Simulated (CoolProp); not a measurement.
Saturated liquid density (kg/m³) of R113: the reference equation beside estimates from Tc = 487.2 K, pc = 3392 kPa, ω = 0.253. Rackett uses Z = 0.29056 − 0.08775 ω.

Model: reference Helmholtz-energy equation of state, Marx 1992, in CoolProp.

```
T (K)  reference  Rackett  van der Waals  Soave-Redlich-Kwong
-----  ---------  -------  -------------  -------------------
334.2       1474      ___          906.4                 1369
338.2       1464     1493            ___                 1358
342.1       1454     1482          893.9                 1348
346.1       1443     1472          887.4                 1337
350.1       1433     1460          880.9                 1325
354.1       1422     1449          874.2                 1314
358         1411      ___          867.5                 1303
362          ___     1427          860.6                 1291
366         1389     1415          853.5                 1278
369.9       1378     1403            ___                 1266
373.9       1366     1391          839.2                 1253
377.9       1355     1379            ___                 1240
381.9       1343     1367          824.1                 1226
385.8       1331     1354          816.6                 1213
389.8       1319     1341          808.6                 1198
```

**Question.** Complete the blanks.

**Answer.** 
- 334.2, Rackett: 1504
- 338.2, van der Waals: 900.2
- 358, Rackett: 1438
- 362, reference: 1400
- 369.9, van der Waals: 846.5
- 377.9, van der Waals: 831.7

Absolute difference from the reference over all 15 rows, mean and median: Rackett 1.9 and 1.9 %, van der Waals 38.6 and 38.5 %, Soave-Redlich-Kwong 7.9 and 7.8 %.
